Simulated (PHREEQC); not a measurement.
# Polishing slurry liquid (model solution)

Solution (20 °C): 0.072 mol K2CO3, 0.0002 mol H4SiO4 and 0.01 mol CO2 per kg of water. Closed to the air; pH follows from the charge balance.

Computed with PHREEQC (ion-association model, phreeqc.dat).

Each row changes one thing in this solution. This is a speciation only: nothing precipitates in the calculation.

```csv
case,pH,ionic strength (mol/kgw),CO3-2 (mol/kgw),HCO3- (mol/kgw),CO2 (mol/kgw)
as made,10.47,0.205,0.0616,0.0204,1.19e-6
temperature from 20 to 80 °C,10.07,0.201,0.0574,0.0246,3.16e-6
H4SiO4 left out,10.48,0.206,0.0617,0.0203,1.16e-6
K2CO3 replaced by K2SO4 at the same molality,4.38,0.188,3.26e-10,0.000136,0.00986
0.0054 mol/kgw K2SO4 added,10.46,0.220,0.0616,0.0204,1.19e-6
CO2 replaced by KHCO3 at the same molality,10.80,0.225,0.0712,0.0108,2.89e-7
temperature from 20 to 10 °C,10.59,0.206,0.0617,0.0203,1.08e-6
CO2 from 0.01 to 0.002 mol/kgw,11.09,0.213,0.0686,0.00540,7.44e-8
```

Complexes and solids missing from the database can't appear. Some of these states are supersaturated (in Quartz (slow to form), for instance). Constants without temperature data keep their 25 °C values here.
